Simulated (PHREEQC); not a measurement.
HF is added in steps, without added water, to 1 kg of water holding 0.0011 mol HNO3, 0.00084 mol NaCl and 0.1 mol KCl, at 56 °C. O2 is buffered at 0.21 atm. CO2 is held at log p = -1 (atm). Solids allowed: Halite, Sylvite. Others were left out.

Base run: PHREEQC, ion-association model, phreeqc.dat. Each further column changes one thing. The table gives F- (mol/kgw).

```json
[
 {"HF added (mol)": "0", "base": "0", "KCl from 0.1 to 0.15 mol/kgw": "0", "diluted 2-fold with water": "0", "temperature from 56 to 30 °C": "0", "no solid may form": "0"},
 {"HF added (mol)": "2.437e-05", "base": "8.73e-6", "KCl from 0.1 to 0.15 mol/kgw": "9.16e-6", "diluted 2-fold with water": "___", "temperature from 56 to 30 °C": "1.15e-5", "no solid may form": "8.73e-6"},
 {"HF added (mol)": "6.094e-05", "base": "2.17e-5", "KCl from 0.1 to 0.15 mol/kgw": "2.27e-5", "diluted 2-fold with water": "___", "temperature from 56 to 30 °C": "2.86e-5", "no solid may form": "2.17e-5"},
 {"HF added (mol)": "8.531e-05", "base": "3.02e-5", "KCl from 0.1 to 0.15 mol/kgw": "___", "diluted 2-fold with water": "4.11e-5", "temperature from 56 to 30 °C": "3.98e-5", "no solid may form": "3.02e-5"},
 {"HF added (mol)": "0.0001219", "base": "4.28e-5", "KCl from 0.1 to 0.15 mol/kgw": "4.49e-5", "diluted 2-fold with water": "5.79e-5", "temperature from 56 to 30 °C": "5.64e-5", "no solid may form": "4.28e-5"},
 {"HF added (mol)": "0.0001463", "base": "5.11e-5", "KCl from 0.1 to 0.15 mol/kgw": "5.36e-5", "diluted 2-fold with water": "6.88e-5", "temperature from 56 to 30 °C": "6.73e-5", "no solid may form": "5.11e-5"},
 {"HF added (mol)": "0.0001828", "base": "6.34e-5", "KCl from 0.1 to 0.15 mol/kgw": "6.65e-5", "diluted 2-fold with water": "8.49e-5", "temperature from 56 to 30 °C": "8.35e-5", "no solid may form": "6.34e-5"},
 {"HF added (mol)": "0.0002072", "base": "7.16e-5", "KCl from 0.1 to 0.15 mol/kgw": "7.50e-5", "diluted 2-fold with water": "9.53e-5", "temperature from 56 to 30 °C": "9.42e-5", "no solid may form": "7.16e-5"},
 {"HF added (mol)": "0.0002437", "base": "8.36e-5", "KCl from 0.1 to 0.15 mol/kgw": "8.77e-5", "diluted 2-fold with water": "0.000111", "temperature from 56 to 30 °C": "0.000110", "no solid may form": "8.36e-5"},
 {"HF added (mol)": "0.0002681", "base": "9.16e-5", "KCl from 0.1 to 0.15 mol/kgw": "9.60e-5", "diluted 2-fold with water": "0.000121", "temperature from 56 to 30 °C": "0.000120", "no solid may form": "9.16e-5"},
 {"HF added (mol)": "0.0003047", "base": "0.000103", "KCl from 0.1 to 0.15 mol/kgw": "0.000108", "diluted 2-fold with water": "0.000136", "temperature from 56 to 30 °C": "0.000136", "no solid may form": "0.000103"},
 {"HF added (mol)": "0.0003291", "base": "0.000111", "KCl from 0.1 to 0.15 mol/kgw": "0.000116", "diluted 2-fold with water": "0.000145", "temperature from 56 to 30 °C": "0.000146", "no solid may form": "0.000111"},
 {"HF added (mol)": "0.0003656", "base": "0.000123", "KCl from 0.1 to 0.15 mol/kgw": "___", "diluted 2-fold with water": "0.000160", "temperature from 56 to 30 °C": "0.000161", "no solid may form": "0.000123"},
 {"HF added (mol)": "0.00039", "base": "0.000130", "KCl from 0.1 to 0.15 mol/kgw": "0.000137", "diluted 2-fold with water": "0.000169", "temperature from 56 to 30 °C": "0.000171", "no solid may form": "0.000130"}
]
```

### Question
What belongs in the gaps?

### Answer

- 2.437e-05, diluted 2-fold with water: 1.21e-5
- 6.094e-05, diluted 2-fold with water: 2.97e-5
- 8.531e-05, KCl from 0.1 to 0.15 mol/kgw: 3.16e-5
- 0.0003656, KCl from 0.1 to 0.15 mol/kgw: 0.000129

At this temperature some constants are extrapolated from 25 °C, and those without enthalpy data are left unchanged.
